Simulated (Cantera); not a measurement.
Charge: 1 mol C, 0.093 mol NH3, equilibrated at 2525 K and 5.00 bar.

Equilibrium computed with Cantera from the NASA thermochemical tables; the gas is ideal and each condensed phase is pure. Candidate condensed phases: C, C6H6, C7H8, C8H18; 92 gas species. Equilibrium is a limit: real reactors are often held back by kinetics, nucleation or transport.

Base state: H2 0.714, N2 0.232, HCN 0.0306, H 0.0106, C2H2 (acetylene) 0.00858, HNC 0.00369, CH4 0.000368, CH3 9.75e-5 (mole fractions); condensed: C(graphite).

Problem. What changes in the equilibrium state with this change: temperature from 2525 K to 2325 K?

Solution. 
```
species            before    after
----------------  -------  -------
H2                  0.714    0.732
N2                  0.232    0.239
HCN                0.0306   0.0185
H                  0.0106  0.00421
C4H2              4.26e-5  7.17e-6
CN                2.72e-5  4.72e-6
C2N2              2.09e-5  6.01e-6
C2H2 (acetylene)  0.00858  0.00358
HNC               0.00369  0.00174
C(graphite), mol    0.990    0.995
```
